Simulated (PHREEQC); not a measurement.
Consider water at 25 °C with 0.0036 mol HF, 0.15 mol (NH4)2SiF6 and 0.0034 mol H2SO4 per kg of water. Closed to the air; pH follows from the charge balance.

Equilibrium calculation in PHREEQC: ion-association model, wateq4f.dat.

No solid was allowed to form.

Problem. Order these S species by the share of S that they hold, largest first: HSO4-, SO4-2, NH4SO4-.

Solution. SO4-2 (49 %), NH4SO4- (43 %), HSO4- (8.0 %)

The pH is 2.28 and the ionic strength 0.457 mol/kgw. The solution is supersaturated, for example in Quartz (slow to form), Chalcedony (slow to form), so a real one may precipitate; this is no full list. SiF6-2 is the database's only silicon fluoride.
